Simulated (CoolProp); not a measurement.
Carbon dioxide along the isotherm 164.15 °C: fugacity coefficient from the reference equation and from simpler models built on Tc = 31.0 °C, pc = 7.377 MPa, ω = 0.224; each cubic takes its own stable root.

Values from CoolProp's reference Helmholtz-energy equation of state, Span 1996.

```tsv
p (MPa)	phase	reference
0.922	gas	0.9881
1.84	gas	0.9765
2.77	gas	0.9650
3.69	gas	0.9537
4.61	gas	0.9426
5.53	gas	0.9317
6.46	gas	0.9209
7.38	supercritical	0.9104
8.3	supercritical	0.9001
9.22	supercritical	0.8900
10.1	supercritical	0.8805
11.1	supercritical	0.8700
```

Question: How far does each simpler model (Redlich-Kwong, Soave-Redlich-Kwong, Peng-Robinson) lie from the reference over these 12 states: mean and median of the absolute difference, and the worst?

Answer: 
- Redlich-Kwong: mean 1.4 %, median 1.4 %, worst -2.5 % at 164.15 °C and 11.1 MPa
- Soave-Redlich-Kwong: mean 1.1 %, median 1.0 %, worst +2.1 % at 164.15 °C and 11.1 MPa
- Peng-Robinson: mean 0.8 %, median 0.9 %, worst -1.3 % at 164.15 °C and 11.1 MPa
